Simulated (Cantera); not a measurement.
# Premixed flame

A freely propagating, adiabatic, planar premixed flame of CH4 : O2 : N2 = 1 : 1.54 : 5.78 (molar parts), unburnt at 700 K and 0.987 atm; multicomponent transport, grid criteria slope 0.08 and curve 0.16, no radiation.

Cantera simulation using GRI-Mech 3.0 (53 species, 325 reactions); the numbers are that mechanism's predictions, not measurements. Burning velocities carry a grid error of a few per cent, more on coarse grids.

```tsv
z (mm)	T (K)	u (m/s)	x CH4	x O2	x HO2	x HCO	x CH2CO	x HCN
-1.03	700	1.44	0.120	0.185	1.81e-7	<1e-8	<1e-8	<1e-8
-0.689	703	1.46	0.119	0.184	1.98e-6	<1e-8	5.16e-8	<1e-8
-0.517	716	1.49	0.118	0.182	1.02e-5	<1e-8	4.57e-7	4.27e-8
-0.345	798	1.68	0.111	0.175	4.65e-5	<1e-8	6.70e-6	4.46e-7
-0.172	1208	2.60	0.0768	0.137	0.000103	2.06e-6	0.000106	4.48e-6
-0.0862	1596	3.48	0.0413	0.0933	0.000142	2.62e-5	0.000274	1.14e-5
0	1948	4.30	0.0111	0.0458	6.70e-5	6.60e-5	0.000235	2.42e-5
0.0862	2118	4.69	0.00136	0.0178	1.09e-5	3.46e-5	5.24e-5	3.13e-5
0.172	2166	4.79	0.000111	0.00727	2.39e-6	5.85e-6	5.55e-6	2.32e-5
0.345	2191	4.83	7.77e-7	0.00277	1.01e-6	2.00e-7	6.35e-8	8.15e-6
0.689	2214	4.87	<1e-8	0.00188	7.40e-7	1.21e-7	<1e-8	1.21e-6
1.38	2244	4.92	<1e-8	0.00135	5.44e-7	9.86e-8	<1e-8	5.99e-8
2.76	2278	4.98	<1e-8	0.000829	3.39e-7	7.37e-8	<1e-8	<1e-8
```
x: mole fraction of selected species; z is measured from the peak of heat release.

* **laminar burning velocity**: 144 cm/s
* **thermal thickness**: 0.345 mm
* **peak x(HO2)**: 0.000143
* **peak x(HCO)**: 6.62e-5
* **peak x(CH2CO)**: 0.000306
* **peak x(HCN)**: 3.15e-5
